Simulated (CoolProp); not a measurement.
Vapour-liquid equilibrium of cyclohexane (1) + dimethyl carbonate (2) at 573 kPa; x and y are mole fractions of (1).

Values from CoolProp's multi-fluid Helmholtz-energy mixture model, Zhou 2014 and Zhou 2011; pair parameters Bell 2016.

```json
[
 {"x": "0.05", "bubble temperature, mixture model (K)": "425.4", "bubble temperature, Raoult's law (K)": "429.1", "y, mixture model": "0.118", "y, Raoult's law": "0.054"},
 {"x": "0.2", "bubble temperature, mixture model (K)": "[?]", "bubble temperature, Raoult's law (K)": "428.5", "y, mixture model": "[?]", "y, Raoult's law": "0.214"},
 {"x": "0.35", "bubble temperature, mixture model (K)": "414.9", "bubble temperature, Raoult's law (K)": "427.8", "y, mixture model": "[?]", "y, Raoult's law": "0.371"},
 {"x": "0.5", "bubble temperature, mixture model (K)": "[?]", "bubble temperature, Raoult's law (K)": "427.2", "y, mixture model": "0.533", "y, Raoult's law": "0.523"},
 {"x": "0.65", "bubble temperature, mixture model (K)": "[?]", "bubble temperature, Raoult's law (K)": "426.5", "y, mixture model": "[?]", "y, Raoult's law": "0.671"},
 {"x": "0.8", "bubble temperature, mixture model (K)": "[?]", "bubble temperature, Raoult's law (K)": "425.8", "y, mixture model": "0.708", "y, Raoult's law": "0.815"},
 {"x": "0.95", "bubble temperature, mixture model (K)": "421.2", "bubble temperature, Raoult's law (K)": "425.2", "y, mixture model": "[?]", "y, Raoult's law": "0.954"}
]
```

### Question
Some entries are withheld; supply them.

### Answer

- 0.2, bubble temperature, mixture model (K): 418.1
- 0.2, y, mixture model: 0.336
- 0.35, y, mixture model: 0.453
- 0.5, bubble temperature, mixture model (K): 413.7
- 0.65, bubble temperature, mixture model (K): 413.8
- 0.65, y, mixture model: 0.608
- 0.8, bubble temperature, mixture model (K): 415.5
- 0.95, y, mixture model: 0.893

The largest gap from Raoult's law is -13.5 K in bubble temperature, at x = 0.5. y crosses x between x = 0.5 and 0.65: the model has an azeotrope there.

The pair parameters rest on a limited set of measurements; away from them the model extrapolates.
